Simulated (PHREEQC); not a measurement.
## Copper plating or etch bath

Consider water at 20 °C with 23 mmol/kgw CuCl2 and 160 mmol/kgw HNO3. Closed to the air; pH follows from the charge balance.

Model: ion-association model, phreeqc.dat, run in PHREEQC.

Each row changes one thing in this solution. No solid was allowed to form.

```csv
case,pH,CuCl+ (mol/kgw),CuCl2 (mol/kgw),CuOH+ (mol/kgw)
as made,0.90,0.000672,7.38e-6,7.81e-10
CuCl2 from 0.023 to 0.0115 mol/kgw,0.89,0.000180,1.04e-6,4.05e-10
temperature from 20 to 85 °C,0.91,___,9.57e-5,5.59e-10
HNO3 from 0.16 to 0.08 mol/kgw,1.19,___,9.26e-6,1.66e-9
diluted 100-fold with water,2.82,1.81e-7,3.80e-11,1.30e-9
HNO3 from 0.16 to 0.016 mol/kgw,1.88,0.000884,1.22e-5,8.95e-9
diluted 5-fold with water,1.56,4.33e-5,1.35e-7,9.98e-10
```

Task: Fill in the missing entries.

Result: 
- temperature from 20 to 85 °C, CuCl+ (mol/kgw): 0.00588
- HNO3 from 0.16 to 0.08 mol/kgw, CuCl+ (mol/kgw): 0.000758

Complexes and solids missing from the database can't appear. At this temperature some constants are extrapolated from 25 °C, and those without enthalpy data are left unchanged.
